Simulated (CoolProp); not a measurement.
Vapour-liquid equilibrium of CH2F2 (R32) (1) + R143a (2) at 0.00378 MPa; x and y are mole fractions of (1).

The numbers come from the multi-fluid Helmholtz-energy mixture model, Tillner-Roth 1997 and Lemmon and Jacobsen 2000; pair parameters Bell 2016 in CoolProp.

```json
[
 {"x": "0.05", "bubble temperature, mixture model (K)": "174.0", "bubble temperature, Raoult's law (K)": "174.5", "y, mixture model": "0.095", "y, Raoult's law": "0.057"},
 {"x": "0.2", "bubble temperature, mixture model (K)": "172.8", "bubble temperature, Raoult's law (K)": "174.3", "y, mixture model": "0.300", "y, Raoult's law": "0.223"},
 {"x": "0.35", "bubble temperature, mixture model (K)": "172.2", "bubble temperature, Raoult's law (K)": "174.0", "y, mixture model": "0.437", "y, Raoult's law": "0.382"},
 {"x": "0.5", "bubble temperature, mixture model (K)": "171.8", "bubble temperature, Raoult's law (K)": "173.8", "y, mixture model": "0.542", "y, Raoult's law": "0.534"},
 {"x": "0.65", "bubble temperature, mixture model (K)": "171.8", "bubble temperature, Raoult's law (K)": "173.6", "y, mixture model": "0.639", "y, Raoult's law": "0.680"},
 {"x": "0.8", "bubble temperature, mixture model (K)": "172.0", "bubble temperature, Raoult's law (K)": "173.3", "y, mixture model": "0.751", "y, Raoult's law": "0.821"},
 {"x": "0.95", "bubble temperature, mixture model (K)": "172.6", "bubble temperature, Raoult's law (K)": "173.1", "y, mixture model": "0.918", "y, Raoult's law": "0.956"}
]
```

The largest gap from Raoult's law is -2.0 K in bubble temperature, at x = 0.5. y crosses x between x = 0.5 and 0.65: the model has an azeotrope there.

Pair parameters are fitted to limited data, so mixtures are less certain than the pure fluids.
